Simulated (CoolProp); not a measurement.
Aqueous lithium chloride as a coolant, 18 % by mass, freezing at -34.9 °C, 1 atm.

Values from CoolProp's Melinder's fits for secondary coolants.

| T (°C) | Prandtl number | density (kg/m³) | cp (kJ/(kg K)) | viscosity (mPa s) |
|---|---|---|---|---|
| -31.1 | 78.2 | 1112 | 3.057 | 12.4 |
| -25.5 | 57.6 | 1112 | 3.087 | 9.18 |
| -20 | 43.8 | 1111 | 3.116 | 7.04 |
| -14.5 | 34.3 | 1110 | 3.145 | 5.54 |
| -9 | 27.5 | 1110 | 3.175 | 4.46 |
| -3.4 | 22.4 | 1109 | 3.204 | 3.66 |
| 2.1 | 18.7 | 1108 | 3.233 | 3.08 |
| 7.6 | 15.9 | 1106 | 3.262 | 2.63 |
| 13.2 | 13.7 | 1105 | 3.292 | 2.27 |
| 18.7 | 12.0 | 1104 | 3.321 | 2.00 |
| 24.2 | 10.5 | 1102 | 3.350 | 1.77 |
| 29.8 | 9.36 | 1100 | 3.380 | 1.58 |
| 35.3 | 8.37 | 1098 | 3.409 | 1.42 |
